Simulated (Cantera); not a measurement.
Input (Python, Cantera):

```python
import numpy as np
import cantera as ct

gas = ct.Solution("gri30.yaml")
gas.TPX = 675, 52000, {'CH4': 1.3, 'O2': 3.03, 'N2': 10}
flame = ct.FreeFlame(gas, width=0.063)
flame.set_refine_criteria(ratio=3, slope=0.08, curve=0.16)
flame.transport_model = "mixture-averaged"
flame.solve(loglevel=0, auto=True)
z, T = flame.grid, flame.T
thick = (T[-1] - T[0]) / np.gradient(T, z).max()
show = ['CH4', 'O2', 'NO', 'N2O', 'H', 'OH']
print(f"laminar burning velocity  {flame.velocity[0] * 100:.3f} cm/s")
print(f"burnt temperature         {T[-1]:.1f} K")
print(f"thermal thickness         {thick * 1e3:.4f} mm")
print(f"grid points               {len(z)}")
z0 = z[flame.heat_release_rate.argmax()]
print(f"{'z/mm':>9s}{'T/K':>9s}{'u/(m/s)':>9s}" + "".join(f"{s:>11s}" for s in show))
rows = []
for k in (-3, -2, -1.5, -1, -0.5, -0.25, 0, 0.25, 0.5, 1, 2, 4, 8):
    zz = z0 + k * thick
    rows.append([k * thick, np.interp(zz, z, T), np.interp(zz, z, flame.velocity),
                 *(np.interp(zz, z, flame.X[gas.species_index(s)]) for s in show)])
    print(f"{rows[-1][0] * 1e3:9.3f}{rows[-1][1]:9.1f}{rows[-1][2]:9.3f}" + "".join(f"{x:11.3e}" for x in rows[-1][3:]))
```

Output:

```
laminar burning velocity  209.600 cm/s
burnt temperature         2377.7 K
thermal thickness         0.5062 mm
grid points               165
     z/mm      T/K  u/(m/s)        CH4         O2         NO        N2O          H         OH
   -1.519    675.1    2.097  9.065e-02  2.113e-01  4.829e-11  4.429e-14  1.651e-10  4.194e-11
   -1.012    675.7    2.102  9.046e-02  2.110e-01  6.393e-10  8.127e-13  1.840e-08  4.461e-09
   -0.759    679.5    2.118  8.998e-02  2.103e-01  4.581e-09  8.074e-12  4.946e-07  1.627e-07
   -0.506    710.9    2.226  8.739e-02  2.075e-01  4.750e-08  1.258e-10  1.222e-05  4.835e-06
   -0.253   1000.6    3.178  6.710e-02  1.835e-01  6.859e-07  3.127e-09  3.421e-04  9.877e-05
   -0.127   1376.0    4.424  3.899e-02  1.456e-01  1.998e-06  1.138e-08  1.460e-03  7.243e-04
    0.000   1757.4    5.709  1.087e-02  9.750e-02  4.777e-06  3.041e-08  4.549e-03  3.722e-03
    0.127   1926.8    6.279  1.152e-03  6.653e-02  8.531e-06  5.615e-08  8.170e-03  8.940e-03
    0.253   1968.1    6.401  6.487e-05  5.427e-02  1.134e-05  7.561e-08  1.023e-02  1.193e-02
    0.506   2006.0    6.491  2.387e-07  4.749e-02  1.483e-05  8.679e-08  1.124e-02  1.342e-02
    1.012   2057.8    6.623  4.190e-11  4.415e-02  2.064e-05  8.981e-08  1.036e-02  1.389e-02
    2.025   2126.5    6.810  2.626e-16  4.196e-02  3.264e-05  9.902e-08  7.933e-03  1.375e-02
    4.050   2208.9    7.034  1.461e-17  3.963e-02  5.887e-05  1.191e-07  5.173e-03  1.300e-02
```

Computed with Cantera and GRI-Mech 3.0 (53 species, 325 reactions). Burning velocities carry a grid error of a few per cent, more on coarse grids.
